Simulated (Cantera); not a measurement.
Charge: 1 mol SiC, 0.56 mol N2O, 8.1 mol H2, at 1.80 Pa.

Equilibrium computed with Cantera from the NASA thermochemical tables; the gas is ideal and each condensed phase is pure. Candidate condensed phases: C, C6H6, C7H8, C8H18, H2O, Si, SiC, SiO2, Si2N2O, Si3N4; 151 gas species. Mutual solubility and eutectic melting of coexisting phases are not modelled. The numbers say what is thermodynamically allowed, not how fast it happens. All values below are at 1225 K.

Base state: H2 0.915, N2 0.0423, CO 0.0421, SiO 0.000177, H 7.03e-5 (mole fractions); condensed: SiC(s) + Si2N2O(s).

Q: What changes in the equilibrium state with this change: N2O from 0.56 to 0.07 mol?

A: 
```csv
species,before,after
H2,0.915,0.988
N2,0.0423,0.00592
CO,0.0421,0.00558
SiO,0.000177,0.000335
H,7.03e-5,7.30e-5
"SiC(s), mol",0.627,0.954
"Si2N2O(s), mol",0.186,0.0215
```
